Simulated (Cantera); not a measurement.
A freely propagating, adiabatic, planar premixed flame of H2 : O2 : N2 = 1 : 0.333 : 1.33 (molar parts), equivalence ratio 1.5, unburnt at 398 K and 9.87 atm; mixture-averaged transport, grid criteria slope 0.08 and curve 0.16, no radiation.

Cantera simulation using the H2/O2 subset of GRI-Mech 3.0, which has no nitrogen chemistry; the numbers are that mechanism's predictions, not measurements. The hydrogen kinetics of GRI-Mech 3.0 are dated; newer H2 mechanisms differ, most at raised pressure. Burning velocities carry a grid error of a few per cent, more on coarse grids.

x: mole fraction of selected species; z is measured from the peak of heat release.

```
z (mm)    T (K)  u (m/s)   x H2      x O2     x OH      x H       x O    x H2O
--------  -----  -------  -----  --------  -------  -------  --------  -------
-0.0637     398     3.73  0.375     0.125    <1e-8    <1e-8     <1e-8  2.79e-8
-0.0424     398     3.73  0.375     0.125    <1e-8    <1e-8     <1e-8  3.84e-7
-0.0318     399     3.73  0.375     0.125    <1e-8    <1e-8     <1e-8  5.23e-6
-0.0212     404     3.76  0.371     0.126  1.08e-8    <1e-8   1.16e-7  8.58e-5
-0.0106     519     4.65  0.342     0.129  3.36e-5  1.07e-5   8.09e-6  0.00615
-0.00530      …     7.64      …         …        …        …         …        …
0          1334     11.3  0.234    0.0859  0.00203   0.0105   0.00121    0.114
0.00530    1649     13.8  0.181    0.0486  0.00379   0.0220   0.00219    0.185
0.0106     1829     15.3  0.149    0.0235  0.00530   0.0285   0.00210    0.231
0.0212     1994     16.6  0.129         …        …   0.0288         …    0.265
0.0424     2112     17.4  0.128  0.000978  0.00558   0.0212  0.000681    0.277
0.0849     2197     18.0  0.131  0.000304  0.00392   0.0131  0.000277    0.282
0.170      2251     18.4  0.133  0.000101  0.00238  0.00742   9.20e-5    0.285
```

**Question.** What belongs in the gaps?

**Answer.** 
- -0.00530, T (K): 884
- -0.00530, x H2: 0.295
- -0.00530, x O2: 0.117
- -0.00530, x OH: 0.000940
- -0.00530, x H: 0.00169
- -0.00530, x O: 0.000201
- -0.00530, x H2O: 0.0433
- 0.0212, x O2: 0.00543
- 0.0212, x OH: 0.00634
- 0.0212, x O: 0.00133
